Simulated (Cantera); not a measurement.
An adiabatic, constant-volume homogeneous reactor starts with H2 : O2 : N2 = 1 : 0.455 : 1.71 (molar parts), at 1475 K and 293 Torr.

Detailed kinetics in Cantera: the H2/O2 subset of GRI-Mech 3.0, which has no nitrogen chemistry.

Question: Predict: time of steepest temperature rise; temperature at 0.300 s; equilibrium temperature; x(H2) at 0.300 s; x(O2) at 0.300 s; x(H) at 0.300 s; x(OH) at 0.300 s; x(H2O) at 0.300 s; x(H2O2) at 0.300 s.

Answer: 
* **time of steepest temperature rise**: 35.6 µs
* **temperature at 0.300 s**: 2908 K
* **equilibrium temperature**: 2908 K
* **x(H2) at 0.300 s**: 0.0735 (gas-phase equilibrium 0.0735)
* **x(O2) at 0.300 s**: 0.0154 (gas-phase equilibrium 0.0154)
* **x(H) at 0.300 s**: 0.0384 (gas-phase equilibrium 0.0384)
* **x(OH) at 0.300 s**: 0.0375 (gas-phase equilibrium 0.0375)
* **x(H2O) at 0.300 s**: 0.233 (gas-phase equilibrium 0.233)
* **x(H2O2) at 0.300 s**: 3.65e-7 (gas-phase equilibrium 3.65e-7)
